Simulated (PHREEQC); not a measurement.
## Phosphoric acid bath: speciation

Dissolve 11 mmol/kgw KH2PO4 and 0.26 mmol/kgw K2HPO4 at 25 °C. It is in equilibrium with CO2 at log p = 0 (atm). Otherwise closed; pH follows from the charge balance.

Computed with PHREEQC (ion-association model, wateq4f.dat).

Precipitation was switched off in this run.

### Question
What pH, ionic strength does the model give?

### Answer
pH 4.33; ionic strength 0.0116 mol/kgw.

### Question
In which forms is C present?

### Answer
CO2 99 %, HCO3- 1.0 % of the C.

Species that the database lacks are ignored. H3PO4, which wateq4f.dat lacks, is added to it with the constant of phreeqc.dat.
